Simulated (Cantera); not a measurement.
Input: 1 mol Si3N4, 6.4 mol H2, 0.36 mol C, held at 1.30 bar.

Equilibrium computed with Cantera from the NASA thermochemical tables; the gas is ideal and each condensed phase is pure. Candidate condensed phases: C, C6H6, C7H8, C8H18, Si, SiC, Si3N4; 105 gas species. Mutual solubility and eutectic melting of coexisting phases are not modelled. The numbers say what is thermodynamically allowed, not how fast it happens.

Q: At 1598 K, list the 6 most abundant gas species with their mole fractions, and the condensed phases.

A: H2 0.964, N2 0.0356, CH4 0.000612, HCN 0.000115, H 4.58e-5, NH3 1.09e-5. Condensed: SiC(s) + Si3N4(s).
